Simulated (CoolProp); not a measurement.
Vapour-liquid equilibrium of carbonyl sulfide (1) + propane (2) at 270 K; x and y are mole fractions of (1).

The numbers come from the multi-fluid Helmholtz-energy mixture model, Lemmon 2006 and Lemmon 2009; pair parameters Bell 2016 in CoolProp.

| x | bubble pressure, mixture model (MPa) | bubble pressure, Raoult's law (MPa) | y, mixture model | y, Raoult's law |
|---|---|---|---|---|
| 0.05 | 0.4417 | 0.4385 | 0.071 | 0.067 |
| 0.125 | 0.4569 | 0.4506 | 0.167 | 0.164 |
| 0.2 | 0.4705 | 0.4626 | 0.255 | 0.256 |
| 0.275 | 0.4831 | 0.4747 | 0.337 | 0.343 |
| 0.35 | 0.4948 | 0.4868 | 0.415 | 0.425 |
| 0.425 | 0.5060 | 0.4989 | 0.490 | 0.504 |
| 0.5 | 0.5168 | 0.5110 | … | 0.579 |
| 0.575 | 0.5274 | 0.5230 | 0.634 | 0.650 |
| 0.65 | 0.5381 | 0.5351 | … | 0.718 |
| 0.725 | … | 0.5472 | 0.771 | 0.784 |
| 0.8 | 0.5599 | 0.5593 | 0.837 | 0.846 |
| 0.875 | 0.5714 | 0.5713 | … | 0.906 |
| 0.95 | 0.5833 | 0.5834 | … | 0.963 |

### Question
Some entries are withheld; supply them.

### Answer

- 0.5, y, mixture model: 0.563
- 0.65, y, mixture model: 0.703
- 0.725, bubble pressure, mixture model (MPa): 0.5489
- 0.875, y, mixture model: 0.901
- 0.95, y, mixture model: 0.962

The largest gap from Raoult's law is +1.8 % in bubble pressure, at x = 0.275. No azeotrope shows between x = 0.05 and 0.95.

The pair parameters rest on a limited set of measurements; away from them the model extrapolates.
